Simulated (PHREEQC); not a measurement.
## Copper plating or etch bath (model solution)

A solution holds 0.0007 mol CuCl2, 1.55e-05 mol HCl and 0.00445 mol FeCl3 per kg of water, at 10 °C. Closed to the air; pH follows from the charge balance.

All values are PHREEQC results (ion-association model, phreeqc.dat), not measurements.

Precipitation was switched off in this run.

**Question.** What pH does the model give?

**Answer.** pH 2.67.

**Question.** In which forms is Cu present?

**Answer.** Cu+2 99 %, CuCl+ 1.0 % of the Cu.

The solution is supersaturated, for example in Hematite (slow to form), Goethite (slow to form), so a real one may precipitate; this is no full list. Away from 25 °C the constants follow the database's enthalpies or fits; those with neither stay at their 25 °C values.
